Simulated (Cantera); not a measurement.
**Iron carbonyl, mercury and lead vapours: Pb + CO + N₂**

Charge: 1 mol Pb, 4.7 mol CO, 2.4 mol N₂, equilibrated at 97.0 Pa.

Method: chemical equilibrium by Gibbs-energy minimisation in Cantera with the NASA 1993 tables (ideal gas, pure condensed phases). Candidate condensed phases: C, Pb, PbO, PbO₂, Pb₃O₄; 27 gas species. Equilibrium is a limit: real reactors are often held back by kinetics, nucleation or transport.

```csv
T (°C),log p CO,log p N₂,log p Pb,log p CO₂,log p Pb₂,n C(graphite),n Pb(l)
525,-3.23,-3.47,-7.24,-4.43,-14.40,0.261,1.000
600,-3.20,-3.48,-6.20,-5.34,-12.65,0.0334,0.995
675,-3.20,-3.49,-5.32,-6.15,-11.18,0.00524,0.965
750,-3.20,-3.50,-4.57,-6.86,-9.93,0.00105,0.799
825,-3.25,-3.54,-3.93,-7.54,-8.86,0,0.0280
900,-3.25,-3.54,-3.92,-8.05,-9.02,0,0
975,-3.25,-3.54,-3.92,-8.50,-9.18,0,0
```
log p: log10 of the partial pressure in bar; n: condensed amount in mol.

From 525 °C to 750 °C the condensed part is C(graphite) + Pb(l). At 825 °C the condensed part is Pb(l). From 900 °C to 975 °C nothing is condensed. The main Pb-bearing gas is Pb throughout.
